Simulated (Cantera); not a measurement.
Standard-state values (1 bar) from the NASA 1993 polynomials, evaluated with Cantera. Values are per mole of reaction as written; species without (g) are pure solids or liquids, kept so even where they would boil at 1 bar.

Fe + Cl₂(g) ⇌ FeCl₂(g)

```
T (K)    ΔH° (kJ)   ΔS° (J/K)    ΔG° (kJ)     log10 K
-----  ----------  ----------  ----------  ----------
300        -141.0        48.9      -155.7       27.10
700        -143.2        44.6      -174.5       13.02
750        -143.7        43.9      -176.7       12.30
800    (withheld)  (withheld)  (withheld)  (withheld)
850    (withheld)  (withheld)  (withheld)  (withheld)
900        -145.8        41.4      -183.1       10.63
950        -146.8        40.3      -185.1       10.18
1000   (withheld)  (withheld)  (withheld)  (withheld)
1050       -150.2        37.0      -189.0        9.40
```

**Question.** Complete the blanks.

**Answer.** 
- 800, ΔH° (kJ): -144.3
- 800, ΔS° (J/K): 43.2
- 800, ΔG° (kJ): -178.8
- 800, log10 K: 11.68
- 850, ΔH° (kJ): -145.0
- 850, ΔS° (J/K): 42.3
- 850, ΔG° (kJ): -181.0
- 850, log10 K: 11.12
- 1000, ΔH° (kJ): -148.1
- 1000, ΔS° (J/K): 39.1
- 1000, ΔG° (kJ): -187.1
- 1000, log10 K: 9.77
